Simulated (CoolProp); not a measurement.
Properties of nitrous oxide along the isotherm 335.8 K (Tc = 309.5 K, pc = 7.245 MPa, ω = 0.161).

Values from CoolProp's reference Helmholtz-energy equation of state, Lemmon 2006. It is a short technical equation, of lower accuracy than the large ones.

```json
[
 {"p (MPa)": "0.115", "phase": "gas", "density (kg/m³)": "1.821", "fugacity coefficient": "0.9958"},
 {"p (MPa)": "0.178", "phase": "gas", "density (kg/m³)": "2.825", "fugacity coefficient": "0.9935"},
 {"p (MPa)": "0.278", "phase": "gas", "density (kg/m³)": "4.428", "fugacity coefficient": "0.9898"},
 {"p (MPa)": "0.432", "phase": "gas", "density (kg/m³)": "6.921", "fugacity coefficient": "0.9842"},
 {"p (MPa)": "0.673", "phase": "gas", "density (kg/m³)": "10.88", "fugacity coefficient": "0.9754"},
 {"p (MPa)": "1.05", "phase": "gas", "density (kg/m³)": "17.23", "fugacity coefficient": "0.9617"},
 {"p (MPa)": "1.63", "phase": "gas", "density (kg/m³)": "27.39", "fugacity coefficient": "0.9409"},
 {"p (MPa)": "2.54", "phase": "gas", "density (kg/m³)": "44.42", "fugacity coefficient": "0.9086"},
 {"p (MPa)": "3.96", "phase": "gas", "density (kg/m³)": "74.26", "fugacity coefficient": "0.8590"},
 {"p (MPa)": "6.16", "phase": "gas", "density (kg/m³)": "132.2", "fugacity coefficient": "0.7839"},
 {"p (MPa)": "9.6", "phase": "supercritical", "density (kg/m³)": "291.6", "fugacity coefficient": "0.6684"},
 {"p (MPa)": "14.9", "phase": "supercritical", "density (kg/m³)": "626.2", "fugacity coefficient": "0.5156"},
 {"p (MPa)": "23.3", "phase": "supercritical", "density (kg/m³)": "763.7", "fugacity coefficient": "0.3978"},
 {"p (MPa)": "36.2", "phase": "supercritical", "density (kg/m³)": "854.8", "fugacity coefficient": "0.3288"}
]
```
